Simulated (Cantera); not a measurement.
Charge: 1 mol Si₂Cl₆, 82 mol N₂, 0.14 mol NH₃, held at 0.218 Torr.

These are equilibrium values from Cantera (NASA tables, ideal gas, pure condensed phases), not measurements of a reactor. Candidate condensed phases: NH₄Cl, Si, Si₃N₄; 28 gas species. The feed counts by its element totals alone. Kinetics and transport are ignored.

**Question.** Which condensed phases are stable at each of these points (T (°C)): 750, 800, 850, 900, 950, 1000, 1050, 1100, 1150, 1200?

**Answer.** 
```json
[
 {"T (°C)": "750", "condensed phases": "Si₃N₄(s)", "Si condensed (%)": "29.9"},
 {"T (°C)": "800", "condensed phases": "Si₃N₄(s)", "Si condensed (%)": "29.2"},
 {"T (°C)": "850", "condensed phases": "Si₃N₄(s)", "Si condensed (%)": "27.2"},
 {"T (°C)": "900", "condensed phases": "Si₃N₄(s)", "Si condensed (%)": "21.7"},
 {"T (°C)": "950", "condensed phases": "Si₃N₄(s)", "Si condensed (%)": "9.1"},
 {"T (°C)": "1000", "condensed phases": "gas only", "Si condensed (%)": "0.0"},
 {"T (°C)": "1050", "condensed phases": "gas only", "Si condensed (%)": "0.0"},
 {"T (°C)": "1100", "condensed phases": "gas only", "Si condensed (%)": "0.0"},
 {"T (°C)": "1150", "condensed phases": "gas only", "Si condensed (%)": "0.0"},
 {"T (°C)": "1200", "condensed phases": "gas only", "Si condensed (%)": "0.0"}
]
```

From 750 °C to 950 °C the condensed part is Si₃N₄(s). From 1000 °C to 1200 °C nothing is condensed.
